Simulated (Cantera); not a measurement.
Input: 1 mol TEOS, 0.11 mol O3, at 44.0 Pa.

Method: chemical equilibrium by Gibbs-energy minimisation in Cantera with the NASA 1993 tables (ideal gas, pure condensed phases). Candidate condensed phases: C, C6H6, C7H8, C8H18, H2O, Si, SiC, SiO2; 123 gas species. The feed counts by its element totals alone. Mutual solubility and eutectic melting of coexisting phases are not modelled. The tables hold silica as quartz up to 1696 K and as liquid above; real silica turns to tridymite and cristobalite and melts near 1996 K. Rates play no part.

**Question.** Which condensed phases are stable at each of these points (T (K)): 848, 923, 998, 1073, 1148, 1223, 1298, 1373?

**Answer.** 
```json
[
 {"T (K)": "848", "condensed phases": "C(graphite) + SiO2(β-quartz)", "Si condensed (%)": "100.0"},
 {"T (K)": "923", "condensed phases": "C(graphite) + SiO2(β-quartz)", "Si condensed (%)": "100.0"},
 {"T (K)": "998", "condensed phases": "C(graphite) + SiO2(β-quartz)", "Si condensed (%)": "100.0"},
 {"T (K)": "1073", "condensed phases": "C(graphite) + SiO2(β-quartz)", "Si condensed (%)": "100.0"},
 {"T (K)": "1148", "condensed phases": "C(graphite) + SiO2(β-quartz)", "Si condensed (%)": "100.0"},
 {"T (K)": "1223", "condensed phases": "C(graphite) + SiC(s) + SiO2(β-quartz)", "Si condensed (%)": "99.9"},
 {"T (K)": "1298", "condensed phases": "C(graphite) + SiC(s)", "Si condensed (%)": "99.7"},
 {"T (K)": "1373", "condensed phases": "C(graphite) + SiC(s)", "Si condensed (%)": "99.5"}
]
```

From 848 K to 1148 K the condensed part is C(graphite) + SiO2(β-quartz). At 1223 K the condensed part is C(graphite) + SiC(s) + SiO2(β-quartz). From 1298 K to 1373 K the condensed part is C(graphite) + SiC(s).
